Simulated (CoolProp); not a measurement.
Vapour-liquid equilibrium of R22 (1) + R113 (2) at 9.95 °C; x and y are mole fractions of (1).

Values from CoolProp's multi-fluid Helmholtz-energy mixture model, Kamei 1995 and Marx 1992; pair parameters Bell 2016.

Problem. Give the bubble pressure and the first vapour's composition at x = 0.15, 0.65, 0.95. Is there an azeotrope?

Solution. x = 0.15: 139.0 kPa, y = 0.845; x = 0.65: 469.5 kPa, y = 0.974; x = 0.95: 644.7 kPa, y = 0.996. No azeotrope shows between x = 0.05 and 0.95.

The pair parameters rest on a limited set of measurements; away from them the model extrapolates.
